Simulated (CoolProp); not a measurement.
Vapour-liquid equilibrium of hydrogen sulfide (1) + toluene (2) at 57.85 °C; x and y are mole fractions of (1).

Model: multi-fluid Helmholtz-energy mixture model, Lemmon 2006 and Lemmon 2006; pair parameters Bell 2016, in CoolProp.

```json
[
 {"x": "0.05", "bubble pressure, mixture model (MPa)": "0.2031", "bubble pressure, Raoult's law (MPa)": "0.2248", "y, mixture model": "0.916", "y, Raoult's law": "0.928"},
 {"x": "0.2", "bubble pressure, mixture model (MPa)": "0.6786", "bubble pressure, Raoult's law (MPa)": "0.8480", "y, mixture model": "0.975", "y, Raoult's law": "0.984"},
 {"x": "0.35", "bubble pressure, mixture model (MPa)": "1.140", "bubble pressure, Raoult's law (MPa)": "1.471", "y, mixture model": "0.986", "y, Raoult's law": "0.992"},
 {"x": "0.5", "bubble pressure, mixture model (MPa)": "1.666", "bubble pressure, Raoult's law (MPa)": "2.094", "y, mixture model": "0.991", "y, Raoult's law": "0.996"},
 {"x": "0.65", "bubble pressure, mixture model (MPa)": "2.293", "bubble pressure, Raoult's law (MPa)": "2.718", "y, mixture model": "0.994", "y, Raoult's law": "0.998"},
 {"x": "0.8", "bubble pressure, mixture model (MPa)": "3.029", "bubble pressure, Raoult's law (MPa)": "3.341", "y, mixture model": "0.997", "y, Raoult's law": "0.999"},
 {"x": "0.95", "bubble pressure, mixture model (MPa)": "3.861", "bubble pressure, Raoult's law (MPa)": "3.964", "y, mixture model": "0.999", "y, Raoult's law": "1.000"}
]
```

The largest gap from Raoult's law is -22.5 % in bubble pressure, at x = 0.35. No azeotrope shows between x = 0.05 and 0.95.

The pair parameters rest on a limited set of measurements; away from them the model extrapolates.
